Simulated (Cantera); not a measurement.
A closed system holds: 1 mol PbO, 0.078 mol CO, 0.13 mol N2, equilibrated at 1.33 mbar.

Cantera equilibrium calculation (NASA polynomials, part measured and part estimated; ideal gas, pure solids and liquids). Candidate condensed phases: C, Pb, PbO, PbO2, Pb3O4; 27 gas species. Rates play no part.

Task: At 773 K, list the 3 most abundant gas species with their mole fractions, and the condensed phases.

Result: N2 0.625, CO2 0.375, Pb 1.73e-5. Condensed: Pb(l) + PbO(yellow).
